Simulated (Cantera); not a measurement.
Input: 1 mol n-butane, 0.43 mol NH₃, 2 mol H₂, held at 18000 Torr.

Method: chemical equilibrium by Gibbs-energy minimisation in Cantera with the NASA 1993 tables (ideal gas, pure condensed phases). Candidate condensed phases: C, C₆H₆, C₇H₈, C₈H₁₈; 92 gas species. The numbers say what is thermodynamically allowed, not how fast it happens.

At 1873 K, list the 6 most abundant gas species with their mole fractions, and the condensed phases.

H₂ 0.958, N₂ 0.0269, CH₄ 0.0134, HCN 0.00139, C₂H₂ (acetylene) 0.000299, H 0.000129. Condensed: C(graphite).
